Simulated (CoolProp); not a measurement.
n-pentane along the isobar 4700 kPa: density (kg/m³) from the reference equation and from simpler models built on Tc = 469.7 K, pc = 3368 kPa, ω = 0.251; each cubic takes its own stable root.

Model: reference Helmholtz-energy equation of state, Thol 2019, in CoolProp.

```tsv
T (K)	phase	reference
223.7	liquid	694.5
249.6	liquid	671.6
275.6	liquid	648.1
301.5	liquid	623.8
327.4	liquid	598.4
353.3	liquid	571.3
379.2	liquid	541.8
405.1	liquid	508.6
431	liquid	469.3
456.9	liquid	417.5
482.9	supercritical	323.0
508.8	supercritical	162.6
534.7	supercritical	120.1
560.6	supercritical	101.5
```

**Question.** How far does each simpler model (Redlich-Kwong, Peng-Robinson) lie from the reference over these 14 states: mean and median of the absolute difference, and the worst?

**Answer.** 
- Redlich-Kwong: mean 11.0 %, median 11.1 %, worst -17.1 % at 456.9 K and 4700 kPa
- Peng-Robinson: mean 3.1 %, median 2.4 %, worst -11.5 % at 482.9 K and 4700 kPa
